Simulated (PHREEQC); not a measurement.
Dissolve 0.0064 mol/kgw HNO3, 0.0052 mol/kgw KNO3 and 0.0077 mol/kgw CuSO4 at 25 °C and 50 atm. Closed to the air; pH follows from the charge balance.

Equilibrium calculation in PHREEQC: ion-association model, phreeqc.dat.

```csv
quantity,before,after
pH,2.35,2.96
ionic strength (mol/kgw),0.0335,0.00760
Cu+2 (mol/kgw),0.00613,0.00137
CuSO4 (mol/kgw),0.00157,0.000167
HSO4- (mol/kgw),0.00122,9.78e-5
```

**Question.** Which change was made?
A) diluted 5-fold with water
B) 0.013 mol/kgw CO2 added
C) CuSO4 from 0.0077 to 0.00154 mol/kgw
D) CuSO4 from 0.0077 to 0.077 mol/kgw
E) 0.00016 mol/kgw NaOH added

**Answer.** A, diluted 5-fold with water

This is a speciation only: nothing precipitates in the calculation. Under pressure, the constants of complexes without a molar volume in the database are unreliable.
